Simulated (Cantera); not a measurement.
Charge: 1 mol SiCl4, 55 mol H2, at 89000 Pa.

These are equilibrium values from Cantera (NASA tables, ideal gas, pure condensed phases), not measurements of a reactor. Candidate condensed phases: Si; 19 gas species. The tables' values for SiCl, SiCl3 are old estimates; treat these amounts as uncertain. Gases not in the tables: Si2H6 and higher silanes. Kinetics and transport are ignored.

x: gas mole fraction; n: condensed amount in mol.

| T (°C) | x H2 | x HCl | x H | x SiCl2 | x SiHCl3 | n Si(s) | n Si(l) |
|---|---|---|---|---|---|---|---|
| 900 | 0.964 | 0.0211 | 1.23e-7 | 0.00105 | ? | 0.139 | 0 |
| 1050 | 0.951 | 0.0377 | 1.64e-6 | 0.00409 | ? | 0.336 | 0 |
| 1200 | 0.943 | 0.0473 | 1.30e-5 | 0.00745 | ? | 0.425 | 0 |
| 1350 | 0.941 | 0.0494 | 7.11e-5 | 0.00907 | ? | 0.430 | 0 |
| 1500 | 0.939 | 0.0512 | 0.000292 | 0.00896 | ? | 0 | 0.466 |
| 1650 | 0.937 | 0.0535 | 0.000967 | 0.00803 | ? | 0 | 0.524 |
| 1800 | 0.934 | 0.0552 | 0.00269 | 0.00719 | ? | 0 | 0.559 |
| 1950 | 0.929 | 0.0563 | 0.00655 | 0.00643 | ? | 0 | 0.551 |
| 2100 | 0.919 | 0.0566 | 0.0142 | 0.00572 | ? | 0 | 0.442 |
| 2250 | 0.900 | 0.0559 | 0.0279 | 0.00502 | ? | 0 | 0.0870 |

Question: Some entries are withheld; supply them.

Answer: 
- 900, x SiHCl3: 0.00647
- 1050, x SiHCl3: 0.00317
- 1200, x SiHCl3: 0.000890
- 1350, x SiHCl3: 0.000208
- 1500, x SiHCl3: 5.27e-5
- 1650, x SiHCl3: 1.54e-5
- 1800, x SiHCl3: 5.26e-6
- 1950, x SiHCl3: 2.05e-6
- 2100, x SiHCl3: 8.78e-7
- 2250, x SiHCl3: 3.99e-7
